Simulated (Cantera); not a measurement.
# SiHCl₃ + C₂H₂ + H₂ (silicon carbide growth)

Input: 1 mol SiHCl₃, 0.008 mol C₂H₂, a varied amount of H₂, at 1050 K and 0.00133 bar.

Cantera equilibrium calculation (NASA polynomials, part measured and part estimated; ideal gas, pure solids and liquids). Candidate condensed phases: C, C₆H₆, C₇H₈, C₈H₁₈, Si, SiC; 109 gas species. Mutual solubility and eutectic melting of coexisting phases are not modelled. The tables' values for SiCl₃ are old estimates; treat these amounts as uncertain. Equilibrium is a limit: real reactors are often held back by kinetics, nucleation or transport.

```
n(H₂) (mol)   x H₂  x SiCl₄   x HCl  x SiCl₂   x SiCl₃  x SiHCl₃  n Si(s)  n SiC(s)
-----------  -----  -------  ------  -------  --------  --------  -------  --------
3.4          0.766    0.111  0.0850   0.0176    0.0104    0.0103    0.269    0.0160
4.8          0.807   0.0803  0.0806   0.0150   0.00816   0.00835    0.287    0.0160
6.6          0.840   0.0579  0.0758   0.0128   0.00639   0.00666    0.309    0.0160
9.1          0.869   0.0403  0.0704   0.0107   0.00487   0.00516    0.337    0.0160
13           0.894   0.0258  0.0639  0.00853   0.00349   0.00376    0.378    0.0160
17           0.911   0.0179  0.0588  0.00710   0.00265   0.00288    0.415    0.0160
24           0.928   0.0106  0.0521  0.00547   0.00179   0.00196    0.474    0.0160
33           0.941  0.00617  0.0458  0.00417   0.00119   0.00132    0.537    0.0160
46           0.953  0.00322  0.0392  0.00301  0.000731  0.000813    0.611    0.0160
63           0.962  0.00158  0.0330  0.00211  0.000429  0.000479    0.685    0.0160
```
x: gas mole fraction; n: condensed amount in mol.

From 3.4 mol H₂ to 63 mol H₂ the condensed part is Si(s) + SiC(s). The main Si-bearing gas is SiCl₄ at 3.4 mol H₂ and SiCl₂ at 63 mol H₂. The share of Si in condensed phases is highest at 63 mol H₂ (70.1 %) and lowest at 3.4 mol H₂ (28.5 %).
